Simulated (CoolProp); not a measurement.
Aqueous ethylene glycol as a coolant, at 26 °C, 1 atm.

Model: Melinder's fits for secondary coolants, in CoolProp.

| mass % | freezing point (°C) | cp (kJ/(kg K)) | density (kg/m³) | viscosity (mPa s) | Prandtl number |
|---|---|---|---|---|---|
| 5.9 | -1.9 | 4.103 | 1004 | 0.991 | 7.00 |
| 12.5 | -4.4 | 4.017 | 1012 | 1.16 | 8.52 |
| 19.2 | -7.5 | 3.920 | 1021 | 1.38 | 10.5 |
| 25.9 | … | … | 1030 | 1.64 | 12.8 |
| 32.6 | -16.7 | 3.687 | 1039 | 1.95 | 15.6 |
| 39.2 | -23.0 | 3.559 | … | 2.31 | 19.0 |
| 45.9 | -30.6 | … | 1057 | … | 23.1 |
| 52.6 | -39.7 | 3.291 | 1065 | 3.28 | 28.2 |
| 59.2 | … | 3.153 | 1073 | 3.91 | … |

Q: Complete the blanks.

A: 
- 25.9, freezing point (°C): -11.6
- 25.9, cp (kJ/(kg K)): 3.809
- 39.2, density (kg/m³): 1048
- 45.9, cp (kJ/(kg K)): 3.426
- 45.9, viscosity (mPa s): 2.75
- 59.2, freezing point (°C): -49.9
- 59.2, Prandtl number: 34.1
